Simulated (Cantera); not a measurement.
## NO annealing gas

An isothermal, constant-pressure homogeneous reactor starts with 13.3 % NO, 86.7 % N2, at 2125 K and 555 Torr.

Detailed kinetics in Cantera: GRI-Mech 3.0 (53 species, 325 reactions).

| t (s) | x NO | x N2O | x O2 | x N2 | x NO2 | x O |
|---|---|---|---|---|---|---|
| 5.00e-5 | 0.133 | 1.63e-6 | 1.19e-8 | 0.867 | 1.50e-7 | 1.81e-6 |
| 0.000177 | 0.133 | 4.61e-6 | 1.66e-7 | 0.867 | 1.01e-6 | 7.11e-6 |
| 0.000630 | 0.133 | 8.43e-6 | 2.90e-6 | 0.867 | 5.15e-6 | 3.05e-5 |
| 0.00224 | 0.133 | 9.09e-6 | 5.22e-5 | 0.867 | 1.55e-5 | 9.01e-5 |
| 0.00794 | 0.132 | 8.95e-6 | 0.000400 | 0.867 | 1.95e-5 | 0.000114 |
| 0.0282 | 0.130 | 8.57e-6 | 0.00173 | 0.868 | 2.26e-5 | 0.000133 |
| 0.100 | 0.120 | 7.23e-6 | 0.00676 | 0.873 | 3.02e-5 | 0.000190 |
| 0.355 | 0.0839 | 3.60e-6 | 0.0245 | 0.891 | 3.59e-5 | 0.000315 |
| 1.26 | 0.0220 | 5.17e-7 | 0.0554 | 0.922 | 1.38e-5 | 0.000457 |
| 4.47 | 0.00643 | 3.31e-7 | 0.0632 | 0.930 | 4.29e-6 | 0.000485 |
| 15.9 | 0.00633 | 3.30e-7 | 0.0632 | 0.930 | 4.23e-6 | 0.000486 |
| 56.3 | 0.00633 | 3.30e-7 | 0.0632 | 0.930 | 4.23e-6 | 0.000486 |
| 200 | 0.00633 | 3.30e-7 | 0.0632 | 0.930 | 4.23e-6 | 0.000486 |
x: mole fraction; the columns are a selection and need not sum to one.

Equilibrium at this temperature and pressure: NO 0.00633, N2O 3.30e-7, O2 0.0632, N2 0.930, NO2 4.23e-6, O 0.000486 (gas phase only).
